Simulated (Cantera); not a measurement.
Feed: 1 mol Si, 0.13 mol CO2, 1.5 mol H2, equilibrated at 1600 °C and 1.00 bar.

Equilibrium computed with Cantera from the NASA thermochemical tables; the gas is ideal and each condensed phase is pure. Each liquid is taken as pure. Mutual solubility and eutectic melting of coexisting phases are not modelled. The tables hold silica as quartz up to 1696 K and as liquid above; real silica turns to tridymite and cristobalite and melts near 1996 K. Gases not in the tables: Si2H6 and higher silanes. The numbers say what is thermodynamically allowed, not how fast it happens.

```
species                 before    after
--------------------  --------  -------
H2                       0.890    1.000
SiO                     0.0936  7.05e-5
CH4                    1.60e-5  2.08e-5
CO                      0.0152  1.29e-6
H                     0.000610  4.74e-6
SiH2                   4.37e-5  3.66e-7
H2O                    8.20e-5  1.02e-6
Si(l), mol               0.700        0
SiC(s), mol              0.104    0.130
SiO2(condensed), mol    0.0383        0
Si(s), mol                   0    0.740
SiO2(β-quartz), mol          0    0.130
```
Gas species are given as mole fractions.

**Question.** Name the change that produced these shifts.
A. pressure from 1.00 bar to 0.0510 bar
B. temperature from 1600 °C to 1702 °C
C. CO2 from 0.13 to 0.037 mol
D. temperature from 1600 °C to 1125 °C

**Answer.** D, temperature from 1600 °C to 1125 °C
